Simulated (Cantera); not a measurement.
A closed system holds: 1 mol AlCl3, 6.2 mol HCl, 4.1 mol N2, held at 1850 °C and 0.240 bar.

Equilibrium computed with Cantera from the NASA thermochemical tables; the gas is ideal and each condensed phase is pure. Candidate condensed phases: Al, AlCl3, AlN, NH4Cl; 20 gas species. The tables' values for AlCl2 are old estimates; treat these amounts as uncertain. Equilibrium is a limit: real reactors are often held back by kinetics, nucleation or transport.

Base state: HCl 0.518, N2 0.356, AlCl3 0.0784, Cl 0.0287, H2 0.00944, AlCl2 0.00731, AlCl 0.00105, H 0.000712 (mole fractions); condensed: gas only.

Task: What changes in the equilibrium state with this change: pressure from 0.240 bar to 91.0 mbar?

Result: 
```tsv
species	before	after
HCl	0.518	0.508
N2	0.356	0.352
AlCl3	0.0784	0.0707
Cl	0.0287	0.0418
AlCl2	0.00731	0.0119
H2	0.00944	0.0113
AlCl	0.00105	0.00310
H	0.000712	0.00127
Cl2	0.000149	0.000120
```

Task: What changes in the equilibrium state with this change: temperature from 1850 °C to 1975 °C?

Result: 
| species | before | after |
|---|---|---|
| HCl | 0.518 | 0.502 |
| N2 | 0.356 | 0.350 |
| AlCl3 | 0.0784 | 0.0676 |
| Cl | 0.0287 | 0.0483 |
| AlCl2 | 0.00731 | 0.0141 |
| H2 | 0.00944 | 0.0128 |
| AlCl | 0.00105 | 0.00367 |
| H | 0.000712 | 0.00169 |
| Cl2 | 0.000149 | 0.000189 |
